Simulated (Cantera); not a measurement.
Counterflow diffusion flame

A counterflow diffusion flame at 1.01 bar, nozzles 20 mm apart: fuel side 47.6 % CH4, 52.4 % N2 at 525 K, oxidiser side 18.0 % O2, 82.0 % N2 at 325 K, fuel mass flux 0.58 times the oxidiser's; mixture-averaged transport, no radiation.

Cantera simulation using GRI-Mech 3.0 (53 species, 325 reactions); the numbers are that mechanism's predictions, not measurements. GRI-Mech 3.0 has no aromatics or soot, which form on the fuel side of real flames. The maximum strain rate includes the flame's own expansion and is several times the mean. A flux with no burning solution from the previous one only brackets extinction.

```csv
oxidiser flux (kg/m²/s),max strain (1/s),mean strain (1/s),T max (K),peak x OH,peak x H,peak x NO,peak x CO,peak x C2H2
0.25,109,25.6,1828,0.00328,0.00179,8.92e-5,0.0259,0.00329
0.34,144,34.8,1812,0.00323,0.00184,7.53e-5,0.0263,0.00297
0.46,190,47.1,1794,0.00313,0.00187,6.04e-5,0.0268,0.00262
0.63,255,64.5,1773,0.00299,0.00187,4.51e-5,0.0274,0.00223
0.84,332,86.0,1744,0.00275,0.00180,3.03e-5,0.0280,0.00178
1.1,424,113,1697,0.00232,0.00156,1.52e-5,0.0286,0.00117
```
x: mole fraction; the columns are a selection and need not sum to one.

At the next flux tried, 1.5 kg/m²/s, no burning solution was found from the previous one.
